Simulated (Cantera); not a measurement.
# Catalytic combustion on Pt

An isothermal plug-flow reactor at 775 K and 3.00 bar (inlet), inlet velocity 6.8 m/s, active area per volume 220 1/m; feed H2 : O2 : N2 : H2O = 0.0042 : 0.15 : 0.79 : 0.0061 (molar parts).

Cantera simulation using Deutschmann's 1995 Pt surface mechanism with GRI-Mech 3.0 gas chemistry; the numbers are that mechanism's predictions, not measurements. Catalytic surfaces can have several steady states; this one follows from the mechanism file's or the stated starting coverage. Mass transfer to the wall is taken as infinitely fast.

```
z (m)       x H2   x O2    x H2O  θ free Pt   θ O*    θ OH*
-------  -------  -----  -------  ---------  -----  -------
0.00021  0.00437  0.158  0.00647     0.0543  0.941  0.00438
0.00037  0.00432  0.158  0.00651     0.0539  0.942  0.00437
0.00066  0.00425  0.158  0.00659     0.0531  0.943  0.00435
0.0012   0.00412  0.158  0.00672     0.0516  0.944  0.00431
0.0021   0.00393  0.158  0.00692     0.0494  0.946  0.00425
0.0037   0.00361  0.158  0.00723     0.0460  0.950  0.00415
0.0066   0.00315  0.157  0.00769     0.0409  0.955  0.00399
0.012    0.00253  0.157  0.00832     0.0343  0.962  0.00373
0.021    0.00188  0.157  0.00898     0.0277  0.969  0.00344
```
x: gas mole fraction; θ: surface coverage.
